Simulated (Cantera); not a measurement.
A closed system holds: 1 mol BF₃, 25 mol H₂, 2.3 mol N₂, at 1398.15 K and 9.75 Torr.

These are equilibrium values from Cantera (NASA tables, ideal gas, pure condensed phases), not measurements of a reactor. Candidate condensed phases: B, BN; 31 gas species. N₂ is the only nitrogen source here; it is nearly inert below about 1500 K, so the nitride shown seldom forms there in practice. The tables' values for BF₂ are old estimates; treat these amounts as uncertain. Equilibrium is a limit: real reactors are often held back by kinetics, nucleation or transport.

Base state: H₂ 0.875, N₂ 0.0786, BF₃ 0.0292, HF 0.0170, BHF₂ 0.000563, BF₂ 0.000155, H 3.89e-5 (mole fractions); condensed: BN(s).

Q: What changes in the equilibrium state with this change: 0.057 mol Cl₂ added?

A: 
| species | before | after |
|---|---|---|
| H₂ | 0.875 | 0.871 |
| N₂ | 0.0786 | 0.0784 |
| BF₃ | 0.0292 | 0.0291 |
| HCl | 0 | 0.00402 |
| HF | 0.0170 | 0.0169 |
| BHF₂ | 0.000563 | 0.000562 |
| H | 3.89e-5 | 3.88e-5 |
| BN(s), mol | 0.153 | 0.153 |
Further candidate phases: NH₄Cl.

Q: What changes in the equilibrium state with this change: 0.25 mol O₂ added?

A: 
```
species       before     after
----------  --------  --------
H₂             0.875     0.851
N₂            0.0786    0.0799
HF            0.0170    0.0339
BOF                0    0.0167
BF₃           0.0292    0.0177
H₂O                0  0.000498
HBO₂               0   7.93e-5
HBO                0   3.75e-5
BHF₂        0.000563  0.000167
BF₂         0.000155   4.66e-5
BN(s), mol     0.153         0
```
Further candidate phases: B₂O₃, B₃O₃H₃, H₂O.

Q: What changes in the equilibrium state with this change: BF₃ replaced by B?

A: 
```tsv
species	before	after
H₂	0.875	0.933
N₂	0.0786	0.0672
H	3.89e-5	4.02e-5
BF₃	0.0292	0
HF	0.0170	0
BHF₂	0.000563	0
BF₂	0.000155	0
BN(s), mol	0.153	1.00
```
